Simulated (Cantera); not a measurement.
A closed system holds: 1 mol Fe(CO)₅, 0.1 mol O₂, 2.3 mol N₂, at 1298 K and 57.8 Torr.

Cantera equilibrium calculation (NASA polynomials, part measured and part estimated; ideal gas, pure solids and liquids). Candidate condensed phases: C, Fe, Fe(CO)₅, FeO, Fe₂O₃, Fe₃O₄; 27 gas species. The numbers say what is thermodynamically allowed, not how fast it happens.

Base state: CO 0.658, N₂ 0.315, CO₂ 0.0274 (mole fractions); condensed: Fe(γ).

Task: What changes in the equilibrium state with this change: O₂ from 0.1 to 0.14 mol?

Result: 
| species | before | after |
|---|---|---|
| CO | 0.658 | 0.647 |
| N₂ | 0.315 | 0.315 |
| CO₂ | 0.0274 | 0.0384 |
| Fe(γ), mol | 1.00 | 1.00 |

Task: What changes in the equilibrium state with this change: 0.01 mol NH₃ added?

Result: 
```csv
species,before,after
CO,0.658,0.656
N₂,0.315,0.315
CO₂,0.0274,0.0272
H₂,0,0.00191
H₂O,0,0.000139
"Fe(γ), mol",1.00,1.00
```
Further candidate phases: C₆H₆, C₇H₈, C₈H₁₈, Fe(OH)₂, Fe(OH)₃, H₂O.
